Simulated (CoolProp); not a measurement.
Saturation properties of CH2F2 (R32).

Model: reference Helmholtz-energy equation of state, Tillner-Roth 1997, in CoolProp.

```
T (K)  p (MPa)  liquid density (kg/m³)  vapour Z  surface tension (mN/m)  vapour viscosity (µPa s)
-----  -------  ----------------------  --------  ----------------------  ------------------------
225.2   0.1219                    1203    0.9527                    19.9                      10.0
234.4   0.1877                    1177    0.9378                    18.1                      10.5
243.6   0.2786                    1150    0.9202                    16.4                      10.9
252.8   0.4004                    1122    0.8997                    14.7                      11.3
262     0.5597                    1092    0.8761                    13.0                      11.8
271.2   0.7635                    1062    0.8493                    11.3                      12.2
280.5    1.022                    1029    0.8185                    9.71                      12.7
289.7    1.339                   994.9    0.7843                    8.16                      13.2
298.9    1.724                   957.9    0.7457                    6.67                      13.8
308.1    2.187                   917.3    0.7022                    5.24                      14.5
317.3    2.739                   871.8    0.6527                    3.89                      15.3
326.5    3.391                   818.9    0.5951                    2.62                      16.3
```

It boils at 221.5 K under 1 atm.

Viscosity comes from a separate model (Bell 2016), an estimate that may be off by 10 % or more. Surface tension comes from a separate correlation (Mulero 2012).
